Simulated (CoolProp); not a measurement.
The numbers come from the reference Helmholtz-energy equation of state, Gao 2022 in CoolProp.

Q: For n-perfluorohexane, give the phase and the Z, isothermal compressibility (1/MPa) at 268.5 K and 0.655 MPa; 279.1 K and 0.655 MPa.

A: 
- 268.5 K and 0.655 MPa: liquid; Z 0.0563, isothermal compressibility 0.00196
- 279.1 K and 0.655 MPa: liquid; Z 0.0551, isothermal compressibility 0.00219
